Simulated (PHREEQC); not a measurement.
# Buffer

Solution (20 °C): 0.3 mol/kgw NaHSO4, 0.25 mol/kgw K2HPO4 and 0.29 mol/kgw KCl. Closed to the air; pH follows from the charge balance.

Equilibrium calculation in PHREEQC: ion-association model, phreeqc.dat.

```yaml
pH: 2.57
ionic_strength: 1.12 mol/kgw
activity_of_water: 0.969
density: 1.069 g/cm³
total_alkalinity: -50.0 meq/kg
```

```csv
species,molality,activity,log γ
K+,0.693,0.413,-0.225
Cl-,0.290,0.176,-0.218
Na+,0.265,0.197,-0.130
H2PO4-,0.210,0.137,-0.186
SO4-2,0.161,0.0239,-0.828
KSO4-,0.0973,0.0634,-0.186
```

Precipitation was switched off in this run. The ionic strength is past about 0.7 mol/kgw, beyond the range of this activity model, so the values are rough. Complexes and solids missing from the database can't appear.
